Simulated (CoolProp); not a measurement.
Octamethylcyclotetrasiloxane (D4) along the isotherm 303.8 K: Z from the reference equation and from simpler models built on Tc = 586.5 K, pc = 1.347 MPa, ω = 0.598; each cubic takes its own stable root.

Computed with CoolProp (reference Helmholtz-energy equation of state, Thol 2015).

| p (MPa) | phase | reference | van der Waals | Redlich-Kwong | Soave-Redlich-Kwong | Peng-Robinson |
|---|---|---|---|---|---|---|
| 0.211 | liquid | 0.02623 | 0.04650 | 0.03138 | 0.02967 | 0.02643 |
| 0.421 | liquid | 0.05232 | 0.09254 | 0.06254 | 0.05917 | 0.05271 |
| 0.632 | liquid | 0.07852 | 0.1386 | 0.09378 | 0.08878 | 0.07909 |
| 0.842 | liquid | 0.1046 | 0.1842 | 0.1248 | 0.1182 | 0.1053 |
| 1.05 | liquid | 0.1304 | 0.2292 | 0.1555 | 0.1474 | 0.1313 |
| 1.26 | liquid | 0.1564 | 0.2744 | 0.1864 | 0.1767 | 0.1575 |
| 1.47 | liquid | 0.1824 | 0.3195 | 0.2172 | 0.2061 | 0.1837 |
| 1.68 | liquid | 0.2084 | 0.3643 | 0.2480 | 0.2354 | 0.2098 |
| 1.89 | liquid | 0.2343 | 0.4091 | 0.2787 | 0.2647 | 0.2360 |
| 2.11 | liquid | 0.2615 | 0.4557 | 0.3108 | 0.2954 | 0.2634 |
| 2.32 | liquid | 0.2875 | 0.5001 | 0.3414 | 0.3247 | 0.2895 |
| 2.53 | liquid | 0.3134 | 0.5444 | 0.3719 | 0.3539 | 0.3155 |
| 2.74 | liquid | 0.3393 | 0.5885 | 0.4024 | 0.3831 | 0.3416 |
| 2.95 | liquid | 0.3652 | 0.6325 | 0.4329 | 0.4123 | 0.3677 |
| 3.16 | liquid | 0.3911 | 0.6764 | 0.4632 | 0.4415 | 0.3937 |
| 3.37 | liquid | 0.4169 | 0.7201 | 0.4936 | 0.4706 | 0.4197 |
